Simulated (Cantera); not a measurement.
What does this Cantera script print?

```python
import numpy as np
import cantera as ct

gas_names = [...]  # 118 gases of nasa_gas.yaml made of C, Cl, F, H
cond_names = """
    C(gr) C6H6(L) C7H8(L) C8H18(L),n-octa
""".split()


# ... load() reads the species with a 1 bar reference pressure and builds the phases ...
atoms = {
    'CH3Cl': {'C': 1, 'H': 3, 'CL': 1},
    'F2': {'F': 2},
}
top_T = {'C(gr)': 4500}  # K; cautious upper limits of use, not melting points


# ... equilibrate(T, P, feed) seeds the gas with the atoms and calls Mixture.equilibrate('TP', solver="vcs", rtol=1e-11, max_steps=5000) ...
results = []
feed = {'CH3Cl': 1, 'F2': 0.012}  # mol
P = 45000  # Pa
for T in [1548, 1648, 1748, 1848, 1948, 2048, 2148, 2248, 2348]:
    mix = equilibrate(T, P, feed)
    results.append((T, P, feed, dict(zip(mix.species_names, mix.species_moles))))
    x = sorted(zip(gas.X, gas.species_names), reverse=True)
    print(f"T = {T:g} K  P = {P:g} Pa  gas = {mix.phase_moles(0):.4g} mol")
    print("   x: " + "  ".join(f"{s} {v:.3e}" for v, s in x if v > 0.001))
    print("   condensed (mol): " + ("  ".join(f"{mix.phase(i).name} {mix.phase_moles(i):.4g}"
          for i in range(1, mix.n_phases) if mix.phase_moles(i) > 1e-12) or "none"))
```

Result:

```
T = 1548 K  P = 45000 Pa  gas = 2.012 mol
   x: HCL 4.971e-01  H2 4.907e-01  HF 1.193e-02
   condensed (mol): C(gr) 0.9995
T = 1648 K  P = 45000 Pa  gas = 2.012 mol
   x: HCL 4.970e-01  H2 4.908e-01  HF 1.193e-02
   condensed (mol): C(gr) 0.9996
T = 1748 K  P = 45000 Pa  gas = 2.012 mol
   x: HCL 4.968e-01  H2 4.907e-01  HF 1.193e-02
   condensed (mol): C(gr) 0.9996
T = 1848 K  P = 45000 Pa  gas = 2.013 mol
   x: HCL 4.964e-01  H2 4.905e-01  HF 1.192e-02
   condensed (mol): C(gr) 0.9993
T = 1948 K  P = 45000 Pa  gas = 2.014 mol
   x: HCL 4.956e-01  H2 4.901e-01  HF 1.192e-02  H 1.179e-03
   condensed (mol): C(gr) 0.9988
T = 2048 K  P = 45000 Pa  gas = 2.016 mol
   x: HCL 4.943e-01  H2 4.892e-01  HF 1.190e-02  H 2.335e-03  CL 1.747e-03
   condensed (mol): C(gr) 0.9978
T = 2148 K  P = 45000 Pa  gas = 2.02 mol
   x: HCL 4.919e-01  H2 4.876e-01  HF 1.188e-02  H 4.339e-03  CL 3.203e-03
   condensed (mol): C(gr) 0.9961
T = 2248 K  P = 45000 Pa  gas = 2.025 mol
   x: HCL 4.882e-01  H2 4.851e-01  HF 1.185e-02  H 7.628e-03  CL 5.557e-03  C2H2,acetylene 1.607e-03
   condensed (mol): C(gr) 0.9933
T = 2348 K  P = 45000 Pa  gas = 2.034 mol
   x: HCL 4.824e-01  H2 4.812e-01  H 1.277e-02  HF 1.180e-02  CL 9.174e-03  C2H2,acetylene 2.630e-03
   condensed (mol): C(gr) 0.9891
```

Cantera equilibrium calculation (NASA polynomials, part measured and part estimated; ideal gas, pure solids and liquids).
